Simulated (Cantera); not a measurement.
Gas mixture: 100 % N₂O, at 4.70 bar, frozen composition.

Cantera's kinetic-theory transport with the Lennard-Jones parameters of GRI-Mech 3.0, ideal gas; thermal conductivity in the mixture-averaged form. The composition is frozen, though it would react at the higher temperatures.

One state of this run: ρ (kg/m³) = 1.55; cp (J/kg/K) = 1353; μ (µPa s) = 55.2; λ (mW/m/K) = 102; Pr = 0.732; D (cm²/s) H₂ = 2.38; D (cm²/s) NO = 0.596; D (cm²/s) H₂O = 0.800. D: mixture-averaged diffusion coefficient of that species in the mixture.

### Question
Which value of T (K) does it belong to?
(A) 1600
(B) 1000
(C) 800
(D) 2000

### Answer
A, 1600
